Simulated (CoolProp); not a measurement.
Model: reference Helmholtz-energy equation of state, Lemmon 2006, in CoolProp. It is a short technical equation, of lower accuracy than the large ones.

Question: For acetone, give the phase and the Z, cp (kJ/(kg K)), cv (kJ/(kg K)), expansivity (1/kK) at 342.6 K and 274 kPa.

Answer: 
- 342.6 K and 274 kPa: liquid; Z 0.00762, cp 2.27, cv 1.63, expansivity 1.68
